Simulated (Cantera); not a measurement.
A closed system holds: 1 mol Si, 2.1 mol Br₂, 2.2 mol N₂, at 1125 K and 4.50e-5 bar.

Method: chemical equilibrium by Gibbs-energy minimisation in Cantera with the NASA 1993 tables (ideal gas, pure condensed phases). Candidate condensed phases: Br₂, Si, Si₃N₄; 13 gas species. The tables' values for SiBr₃ are old estimates; treat these amounts as uncertain. The numbers say what is thermodynamically allowed, not how fast it happens.

Base state: N₂ 0.641, SiBr₄ 0.285, Br 0.0668, SiBr₂ 0.00323, SiBr₃ 0.00297, Br₂ 0.000443 (mole fractions); condensed: gas only.

### Question
What changes in the equilibrium state with this change: temperature from 1125 K to 1625 K?

### Answer
```json
[
 {"species": "Br", "before": "0.0668", "after": "0.410"},
 {"species": "N₂", "before": "0.641", "after": "0.406"},
 {"species": "SiBr₂", "before": "0.00323", "after": "0.181"},
 {"species": "SiBr₄", "before": "0.285", "after": "3.03e-6"},
 {"species": "SiBr", "before": "<1e-9", "after": "0.00269"},
 {"species": "Si", "before": "<1e-9", "after": "0.000666"},
 {"species": "Br₂", "before": "0.000443", "after": "2.47e-5"},
 {"species": "SiBr₃", "before": "0.00297", "after": "0.000207"}
]
```
The tables' values for SiBr, SiBr₃ are old estimates; treat these amounts as uncertain.

### Question
What changes in the equilibrium state with this change: temperature from 1125 K to 1050 K?

### Answer
```json
[
 {"species": "N₂", "before": "0.641", "after": "0.648"},
 {"species": "SiBr₄", "before": "0.285", "after": "0.294"},
 {"species": "Br", "before": "0.0668", "after": "0.0565"},
 {"species": "SiBr₂", "before": "0.00323", "after": "5.46e-5"},
 {"species": "SiBr₃", "before": "0.00297", "after": "0.000307"},
 {"species": "Br₂", "before": "0.000443", "after": "0.00142"}
]
```

### Question
What changes in the equilibrium state with this change: pressure from 4.50e-5 bar to 0.133 bar?

### Answer
| species | before | after |
|---|---|---|
| N₂ | 0.641 | 0.664 |
| SiBr₄ | 0.285 | 0.302 |
| Br₂ | 0.000443 | 0.0255 |
| Br | 0.0668 | 0.00931 |
| SiBr₂ | 0.00323 | 2.00e-8 |
| SiBr₃ | 0.00297 | 7.60e-6 |
